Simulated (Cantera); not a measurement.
**Equilibrium for carbon deposition, reforming and gasification: C₂H₄ + H₂ + N₂**

Feed: 1 mol C₂H₄, 2.9 mol H₂, 1.6 mol N₂, at 17.0 mbar.

Method: chemical equilibrium by Gibbs-energy minimisation in Cantera with the NASA 1993 tables (ideal gas, pure condensed phases). Candidate condensed phases: C, C₆H₆, C₇H₈, C₈H₁₈; 110 gas species. Ions and electrons are included (thermal ionisation). The numbers say what is thermodynamically allowed, not how fast it happens.

From 2000 K to 3000 K the condensed part is C(graphite). From 3500 K to 5000 K nothing is condensed. The main C-bearing gas is HCN at 2000 K and C at 5000 K.

```json
[
 {"T (K)": "2000", "log p H": "-3.74", "log p H₂": "-1.90", "log p N₂": "-2.39", "log p C": "-10.52", "log p N": "-10.24", "log p HCN": "-3.97", "log p CN": "-7.44", "log p C₃": "-10.56", "log p C₂H₂ (acetylene)": "-5.01", "log p C₂": "-11.63", "n C(graphite)": "1.95"},
 {"T (K)": "2500", "log p H": "-2.59", "log p H₂": "-1.99", "log p N₂": "-2.44", "log p C": "-6.78", "log p N": "-7.75", "log p HCN": "-3.37", "log p CN": "-5.21", "log p C₃": "-6.30", "log p C₂H₂ (acetylene)": "-3.96", "log p C₂": "-7.34", "n C(graphite)": "1.70"},
 {"T (K)": "3000", "log p H": "-2.03", "log p H₂": "-2.45", "log p N₂": "-2.61", "log p C": "-4.30", "log p N": "-6.16", "log p HCN": "-3.23", "log p CN": "-3.79", "log p C₃": "-3.51", "log p C₂H₂ (acetylene)": "-3.66", "log p C₂": "-4.50", "n C(graphite)": "0.552"},
 {"T (K)": "3500", "log p H": "-1.90", "log p H₂": "-3.33", "log p N₂": "-2.70", "log p C": "-3.16", "log p N": "-5.00", "log p HCN": "-4.03", "log p CN": "-3.40", "log p C₃": "-3.43", "log p C₂H₂ (acetylene)": "-5.26", "log p C₂": "-3.75", "n C(graphite)": "0"},
 {"T (K)": "4000", "log p H": "-1.90", "log p H₂": "-4.21", "log p N₂": "-2.73", "log p C": "-2.71", "log p N": "-4.12", "log p HCN": "-5.11", "log p CN": "-3.49", "log p C₃": "-4.58", "log p C₂H₂ (acetylene)": "-7.48", "log p C₂": "-3.99", "n C(graphite)": "0"},
 {"T (K)": "4500", "log p H": "-1.91", "log p H₂": "-4.89", "log p N₂": "-2.76", "log p C": "-2.63", "log p N": "-3.42", "log p HCN": "-6.24", "log p CN": "-3.83", "log p C₃": "-6.30", "log p C₂H₂ (acetylene)": "-9.76", "log p C₂": "-4.73", "n C(graphite)": "0"},
 {"T (K)": "5000", "log p H": "-1.92", "log p H₂": "-5.46", "log p N₂": "-2.88", "log p C": "-2.62", "log p N": "-2.92", "log p HCN": "-7.24", "log p CN": "-4.20", "log p C₃": "-7.84", "log p C₂H₂ (acetylene)": "-11.69", "log p C₂": "-5.42", "n C(graphite)": "0"}
]
```
log p: log10 of the partial pressure in bar; n: condensed amount in mol.
